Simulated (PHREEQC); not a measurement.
0.016 g of hydrous ferric oxide (600 m²/g; 0.2 weak and 0.005 strong sites per Fe, Dzombak-Morel constants, diffuse double layer) in 1 kg of water with 0.3 mol/kgw of an inert sodium salt and 5.1e-06 mol Na2SO4 and 4.4e-05 mol Na2HAsO4, at 25 °C; the pH is set by adding NaOH or the inert anion's acid. Oxygen is held at 0.21 atm. CO2 from the air is kept out. Precipitation was switched off in this run.

The series has 17 steps of pH, from 3 to 9.

Computed with PHREEQC (ion-association model, wateq4f.dat).

Problem. Near which pH is half of the As sorbed, and on which side is more sorbed?

Solution. Near pH 6.8, with more sorbed at lower pH.

Problem. At which pH does the surface charge pass through zero?

Solution. Near pH 5.7.

The oxide is taken as insoluble; below pH 4 it would dissolve.
